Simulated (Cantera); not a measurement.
Input: 1 mol Hg, 0.19 mol H2, 0.011 mol O2, held at 1523.15 K and 0.110 bar.

Cantera equilibrium calculation (NASA polynomials, part measured and part estimated; ideal gas, pure solids and liquids). Candidate condensed phases: H2O, Hg, HgO; 10 gas species. Kinetics and transport are ignored.

What is the equilibrium state?


```
Item                                 Result
--------------------------------  ---------
x(Hg)                                 0.840
x(H2)                                 0.141
x(H2O)                               0.0185
x(H)                                2.62e-5
gas amount                        1.190 mol
log10 activity of Hg(l) (absent)      -3.80
```
